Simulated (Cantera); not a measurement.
An adiabatic, constant-volume homogeneous reactor starts with 5.00 % CH4, 20.0 % O2, 75.0 % N2, equivalence ratio 0.50, at 1300 K and 5.00 bar.

Cantera simulation using GRI-Mech 3.0 (53 species, 325 reactions); the numbers are that mechanism's predictions, not measurements.

**Question.** Predict: time of steepest temperature rise; temperature at 4.00 s; equilibrium temperature; x(O2) at 4.00 s; x(H2O2) at 4.00 s; x(CO2) at 4.00 s; x(H2) at 4.00 s.

**Answer.** 
* **time of steepest temperature rise**: 2.01 ms
* **temperature at 4.00 s**: 2510 K
* **equilibrium temperature**: 2510 K
* **x(O2) at 4.00 s**: 0.0910 (gas-phase equilibrium 0.0910)
* **x(H2O2) at 4.00 s**: 6.47e-7 (gas-phase equilibrium 6.47e-7)
* **x(CO2) at 4.00 s**: 0.0478 (gas-phase equilibrium 0.0478)
* **x(H2) at 4.00 s**: 0.000640 (gas-phase equilibrium 0.000640)
